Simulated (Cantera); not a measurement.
Source: NASA polynomial tables (part measured, part estimated), evaluated in Cantera. Values are per mole of reaction as written; species without (g) are pure solids or liquids, kept so even where they would boil at 1 bar. TaC: taken at fixed stoichiometry.

2 Ta + 3 C₂H₄(g) = 2 C₂H₆(g) + 2 TaC, with ΔH° = -613.4 kJ and ΔS° = -197.7 J/K at 300 K.

Task: How far is the shortcut ΔG° ≈ ΔH°(300 K) − T·ΔS°(300 K) from the full temperature-dependent value at 1725, 1775, 1825, 1875, 1925, 1975, 2025, 2075, 2125, 2175 K?

Result: 
```csv
T (K),shortcut (kJ),full (kJ),difference (kJ),difference in log10 K
1725,-272.3,-281.2,8.9,-0.27
1775,-262.5,-272.0,9.5,-0.28
1825,-252.6,-262.8,10.2,-0.29
1875,-242.7,-253.6,10.9,-0.30
1925,-232.8,-244.4,11.6,-0.31
1975,-222.9,-235.2,12.3,-0.33
2025,-213.0,-226.1,13.1,-0.34
2075,-203.1,-217.0,13.9,-0.35
2125,-193.3,-207.9,14.6,-0.36
2175,-183.4,-198.8,15.5,-0.37
```
The shortcut ignores the heat-capacity change of the reaction.
